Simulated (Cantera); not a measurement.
A perfectly stirred reactor is fed with CH4 : O2 : N2 = 1 : 3.12 : 11.8 (molar parts), at 10.0 bar; it is adiabatic with a 350 K inlet, and is followed from long to short residence time, starting on the burning branch (τ in s: 0.36, 0.13, 0.044, 0.015, 0.0052, 0.0018, 0.00063, 0.00022, 7.6e-05, 2.6e-05, 9.2e-06).

Cantera simulation using GRI-Mech 3.0 (53 species, 325 reactions); the numbers are that mechanism's predictions, not measurements.

Question: Predict: blow-out, bracketed by the residence times tried; x(CH4) at τ = 0.360 s; x(O2) at τ = 0.360 s; x(HO2) at τ = 0.360 s; x(CO2) at τ = 0.360 s; x(NO) at τ = 0.360 s; x(CH4) at τ = 1.80 ms; x(O2) at τ = 1.80 ms; x(HO2) at τ = 1.80 ms; x(CO2) at τ = 1.80 ms; x(NO) at τ = 1.80 ms.

Answer: 
```
Quantity                                                                        Result
------------------------------------------------  ------------------------------------
blow-out, bracketed by the residence times tried  burning at 0.630 ms, out at 0.220 ms
x(CH4) at τ = 0.360 s                                                          1.66e-6
x(O2) at τ = 0.360 s                                                            0.0703
x(HO2) at τ = 0.360 s                                                          1.02e-6
x(CO2) at τ = 0.360 s                                                           0.0628
x(NO) at τ = 0.360 s                                                           2.81e-5
x(CH4) at τ = 1.80 ms                                                         0.000114
x(O2) at τ = 1.80 ms                                                            0.0712
x(HO2) at τ = 1.80 ms                                                          1.28e-5
x(CO2) at τ = 1.80 ms                                                           0.0610
x(NO) at τ = 1.80 ms                                                           4.03e-6
```
